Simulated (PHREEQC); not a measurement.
Make-up at 36 °C: 0.12 mol/kgw Na3PO4. Closed to the air; pH follows from the charge balance.

All values are PHREEQC results (ion-association model, phreeqc.dat), not measurements.

Precipitation was switched off in this run.

**Question.** Order these P species by the share of P that they hold, largest first: NaHPO4-, HPO4-2, PO4-3.

**Answer.** PO4-3 (80 %), HPO4-2 (17 %), NaHPO4- (2.4 %)

The pH is 11.81 and the ionic strength 0.667 mol/kgw. Species that the database lacks are ignored. Constants without temperature data keep their 25 °C values here.
